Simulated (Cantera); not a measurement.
An adiabatic, constant-pressure homogeneous reactor starts with H2 : O2 : N2 = 1 : 0.333 : 1.3 (molar parts), equivalence ratio 1.5, at 1425 K and 150000 Pa. Integrator tolerance rtol = 1e-08.

Model: the H2/O2 subset of GRI-Mech 3.0, which has no nitrogen chemistry, integrated in Cantera.

Problem. What does this change do: initial temperature 1425 to 975 K?

Solution. 
```csv
quantity,before,after
time of steepest temperature rise,12.0 µs,8.12 ms
temperature at 0.200 s,2857 K,2655 K
equilibrium temperature,2857 K,2655 K
x(H2) at 0.200 s,0.140 (gas-phase equilibrium 0.140),0.141 (gas-phase equilibrium 0.141)
x(O2) at 0.200 s,0.00170 (gas-phase equilibrium 0.00170),0.000381 (gas-phase equilibrium 0.000381)
x(H2O2) at 0.200 s,1.81e-7 (gas-phase equilibrium 1.81e-7),6.40e-8 (gas-phase equilibrium 6.40e-8)
x(H2O) at 0.200 s,0.259 (gas-phase equilibrium 0.259),0.278 (gas-phase equilibrium 0.278)
x(HO2) at 0.200 s,1.55e-6 (gas-phase equilibrium 1.55e-6),3.38e-7 (gas-phase equilibrium 3.38e-7)
x(H) at 0.200 s,0.0307 (gas-phase equilibrium 0.0307),0.0147 (gas-phase equilibrium 0.0147)
```

Problem. What does this change do: H2 1 to 0.34 parts?

Solution. 
| quantity | before | after |
|---|---|---|
| time of steepest temperature rise | 12.0 µs | 12.5 µs |
| temperature at 0.200 s | 2857 K | 2517 K |
| equilibrium temperature | 2857 K | 2517 K |
| x(H2) at 0.200 s | 0.140 (gas-phase equilibrium 0.140) | 0.00318 (gas-phase equilibrium 0.00318) |
| x(O2) at 0.200 s | 0.00170 (gas-phase equilibrium 0.00170) | 0.0860 (gas-phase equilibrium 0.0860) |
| x(H2O2) at 0.200 s | 1.81e-7 (gas-phase equilibrium 1.81e-7) | 4.62e-7 (gas-phase equilibrium 4.62e-7) |
| x(H2O) at 0.200 s | 0.259 (gas-phase equilibrium 0.259) | 0.176 (gas-phase equilibrium 0.176) |
| x(HO2) at 0.200 s | 1.55e-6 (gas-phase equilibrium 1.55e-6) | 1.12e-5 (gas-phase equilibrium 1.12e-5) |
| x(H) at 0.200 s | 0.0307 (gas-phase equilibrium 0.0307) | 0.00126 (gas-phase equilibrium 0.00126) |
